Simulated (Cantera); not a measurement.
Cantera run, input and output.

```python
import numpy as np
import cantera as ct

gas = ct.Solution("gri30.yaml")
gas.TPX = 1025, 1000000, {'CH4': 1, 'H2': 0.55, 'O2': 1.62, 'N2': 6.11, 'CO2': 0.62}
reactor = ct.IdealGasReactor(gas, energy="on", clone=False)
net = ct.ReactorNet([reactor])
net.rtol, net.atol = 1e-08, 1e-16
show = ['CH4', 'H2', 'O2', 'CO', 'OH', 'CO2']
times = np.geomspace(1e-06, 2, 16)

steps = ct.SolutionArray(gas, extra=["t"])
rows = []
print(f"{'t/s':>10s}{'T/K':>9s}{'P/Pa':>11s}" + "".join(f"{s:>11s}" for s in show))
for t in times:
    while net.time < t:
        t_next = net.step()
        steps.append(gas.state, t=t_next)
    rows.append([np.interp(t, steps.t, y) for y in (steps.T, steps.P, *steps(*show).X.T)])
    print(f"{t:10.3e}{rows[-1][0]:9.1f}{rows[-1][1]:11.4g}" + "".join(f"{x:11.3e}" for x in rows[-1][2:]))
rate = np.gradient(steps.T, steps.t)
print("integrator steps:", len(steps.t))
if steps.T.max() > steps.T[0] + 200:
    print(f"time of steepest temperature rise: {steps.t[rate.argmax()]:.4e} s")
gas.TPX = 1025, 1000000, {'CH4': 1, 'H2': 0.55, 'O2': 1.62, 'N2': 6.11, 'CO2': 0.62}
gas.equilibrate("UV")
print(f"equilibrium (UV): T = {gas.T:.1f} K  " + "  ".join(f"{s} {gas[s].X[0]:.3e}" for s in show))
```

Result:

```
       t/s      T/K       P/Pa        CH4         H2         O2         CO         OH        CO2
 1.000e-06   1025.0      1e+06  1.010e-01  5.556e-02  1.636e-01  2.903e-14  8.391e-13  6.263e-02
 2.631e-06   1025.0      1e+06  1.010e-01  5.556e-02  1.636e-01  8.843e-14  1.024e-12  6.263e-02
 6.920e-06   1025.0      1e+06  1.010e-01  5.556e-02  1.636e-01  2.889e-13  1.439e-12  6.263e-02
 1.821e-05   1025.0      1e+06  1.010e-01  5.556e-02  1.636e-01  1.049e-12  2.181e-12  6.263e-02
 4.789e-05   1025.0      1e+06  1.010e-01  5.556e-02  1.636e-01  3.900e-12  3.110e-12  6.263e-02
 1.260e-04   1025.0      1e+06  1.010e-01  5.556e-02  1.636e-01  1.402e-11  4.813e-12  6.263e-02
 3.314e-04   1025.0      1e+06  1.010e-01  5.556e-02  1.636e-01  5.874e-11  1.299e-11  6.263e-02
 8.719e-04   1025.0      1e+06  1.010e-01  5.555e-02  1.636e-01  4.524e-10  7.430e-11  6.263e-02
 2.294e-03   1025.2      1e+06  1.010e-01  5.553e-02  1.636e-01  4.620e-08  1.792e-09  6.263e-02
 6.034e-03   1131.1  1.102e+06  9.410e-02  5.163e-02  1.540e-01  2.684e-03  1.132e-06  6.275e-02
 1.587e-02   2744.3  2.791e+06  2.755e-11  3.972e-02  2.936e-04  8.951e-02  3.492e-03  6.745e-02
 4.176e-02   2744.3  2.791e+06  2.755e-11  3.972e-02  2.936e-04  8.951e-02  3.492e-03  6.745e-02
 1.099e-01   2744.3  2.791e+06  2.755e-11  3.972e-02  2.936e-04  8.951e-02  3.492e-03  6.745e-02
 2.890e-01   2744.3  2.791e+06  2.755e-11  3.972e-02  2.936e-04  8.951e-02  3.492e-03  6.745e-02
 7.603e-01   2744.3  2.791e+06  2.755e-11  3.972e-02  2.936e-04  8.951e-02  3.492e-03  6.745e-02
 2.000e+00   2744.3  2.791e+06  2.755e-11  3.972e-02  2.936e-04  8.951e-02  3.492e-03  6.745e-02
integrator steps: 2451
time of steepest temperature rise: 6.2273e-03 s
equilibrium (UV): T = 2744.3 K  CH4 3.117e-11  H2 3.972e-02  O2 2.936e-04  CO 8.951e-02  OH 3.492e-03  CO2 6.745e-02
```

Model: GRI-Mech 3.0 (53 species, 325 reactions), integrated in Cantera.
